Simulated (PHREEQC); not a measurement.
Dissolve 0.28 mol CuSO4 and 0.005 mol NaCl per kg of water at 20 °C. Closed to the air; pH follows from the charge balance.

The numbers come from PHREEQC with the ion-association model, phreeqc.dat.

This is a speciation only: nothing precipitates in the calculation.

Q: What pH, density, ionic strength does the model give?

A: pH 4.45; density 1.042 g/cm³; ionic strength 0.525 mol/kgw.

Q: In which forms is Na present?

A: Na+ 88 %, NaSO4- 12 % of the Na.
